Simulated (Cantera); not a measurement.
Input (Python, Cantera):

```python
import numpy as np
import cantera as ct

gas = ct.Solution("gri30.yaml")
gas.TPX = 1650, 780, {'CH4': 1, 'N2': 3.9}
inlet = ct.Reservoir(gas, clone=True)

reactor = ct.IdealGasConstPressureReactor(gas, energy="off", clone=False)
exhaust = ct.Reservoir(gas, clone=True)
tau = [25, 4.5, 0.8, 0.14, 0.026, 0.0047, 0.00084][0]
for a, b in ((inlet, reactor), (reactor, exhaust)):
    ct.MassFlowController(a, b, mdot=lambda t: reactor.mass / tau)
net = ct.ReactorNet([reactor])
show = ['CH4', 'C2H2', 'HCN', 'C2H4', 'C2H6']

rows = []
print(f"{'tau/s':>10s}{'T/K':>9s}" + "".join(f"{s:>11s}" for s in show))
for tau in [25, 4.5, 0.8, 0.14, 0.026, 0.0047, 0.00084]:
    net.initial_time = 0.0
    net.advance(30 * tau)
    before = gas.X
    net.advance(40 * tau)
    drift = np.max(np.abs(gas.X - before) / (gas.X + 1e-9))
    rows.append([gas.T, *gas[show].X, drift])
    print(f"{tau:10.3e}{gas.T:9.1f}" + "".join(f"{x:11.3e}" for x in gas[show].X))
```

It prints:

```
     tau/s      T/K        CH4       C2H2        HCN       C2H4       C2H6
 2.500e+01   1650.0  1.356e-02  7.888e-02  1.321e-05  7.571e-05  1.162e-06
 4.500e+00   1650.0  3.852e-02  6.802e-02  2.494e-06  4.234e-04  6.276e-06
 8.000e-01   1650.0  9.175e-02  4.405e-02  3.827e-07  2.124e-03  2.492e-05
 1.400e-01   1650.0  1.713e-01  8.546e-03  1.292e-08  4.647e-03  3.939e-05
 2.600e-02   1650.0  2.029e-01  3.549e-05  1.273e-11  2.117e-04  3.659e-06
 4.700e-03   1650.0  2.040e-01  3.730e-08  1.442e-13  1.449e-06  8.244e-08
 8.400e-04   1650.0  2.041e-01  3.460e-11  2.668e-15  7.757e-09  8.866e-10
```

Computed with Cantera and GRI-Mech 3.0 (53 species, 325 reactions). GRI-Mech 3.0 stops at C3 and has no aromatics, soot or wall deposition, so with more carbon than oxygen in the feed, carbon stays in small species such as C2H2 where larger ones or solid carbon would form. Radical loss at walls, strong at low pressure, is not modelled.
